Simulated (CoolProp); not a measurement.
Saturation properties of CH3F (R41).

Computed with CoolProp (reference Helmholtz-energy equation of state, Lemmon 2006). It is a short technical equation, of lower accuracy than the large ones.

```csv
T (K),p (MPa),liquid cp (kJ/(kg K)),vapour Z
218.9,0.3256,2.131,0.9123
221.7,0.3663,2.141,0.9057
224.6,0.4124,2.153,0.8985
227.4,0.4610,2.166,0.8912
230.2,0.5138,2.180,0.8835
233.1,0.5733,2.195,0.8753
235.9,0.6355,2.211,0.8670
238.7,0.7026,2.229,0.8583
241.6,0.7777,2.248,0.8489
244.4,0.8558,2.269,0.8395
247.2,0.9396,2.291,0.8297
250,1.029,2.315,0.8195
252.9,1.129,2.343,0.8085
255.7,1.232,2.372,0.7974
258.5,1.342,2.403,0.7860
```

It boils at 194.8 K under 1 atm.
